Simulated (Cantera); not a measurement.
Stirred combustor or abatement burner

A perfectly stirred reactor is fed with CH4 : O2 : N2 = 1 : 3.33 : 12.5 (molar parts), equivalence ratio 0.60, at 5.00 bar; it is adiabatic with a 300 K inlet, and is followed from long to short residence time, starting on the burning branch (τ in s: 0.15, 0.062, 0.025, 0.01, 0.0043, 0.0018, 0.00072, 0.0003, 0.00012, 5e-05, 2.1e-05).

Cantera simulation using GRI-Mech 3.0 (53 species, 325 reactions); the numbers are that mechanism's predictions, not measurements.

```tsv
τ (s)	T (K)	x CH4	x O2	x NO2	x C2H2	x H2O	x H	x HCN
0.15	1671	8.42e-6	0.0790	2.70e-8	4.24e-9	0.119	5.55e-7	2.06e-9
0.062	1670	1.58e-5	0.0791	3.02e-8	1.06e-8	0.119	1.17e-6	2.98e-9
0.025	1667	2.97e-5	0.0792	3.63e-8	2.41e-8	0.118	2.65e-6	4.59e-9
0.010	1663	5.63e-5	0.0794	4.16e-8	4.99e-8	0.118	6.15e-6	7.09e-9
0.0043	1656	0.000103	0.0797	4.12e-8	9.19e-8	0.118	1.33e-5	1.02e-8
0.0018	1642	0.000201	0.0806	3.40e-8	1.71e-7	0.117	2.91e-5	1.46e-8
0.00072	1606	0.000493	0.0830	2.20e-8	4.18e-7	0.116	6.02e-5	2.10e-8
0.00030	300	0.0594	0.198	<1e-12	<1e-12	<1e-12	<1e-12	<1e-12
0.00012	300	0.0594	0.198	<1e-12	<1e-12	<1e-12	<1e-12	<1e-12
5.0e-5	300	0.0594	0.198	<1e-12	<1e-12	<1e-12	<1e-12	<1e-12
2.1e-5	300	0.0594	0.198	<1e-12	<1e-12	<1e-12	<1e-12	<1e-12
```
x: mole fraction; the columns are a selection and need not sum to one.
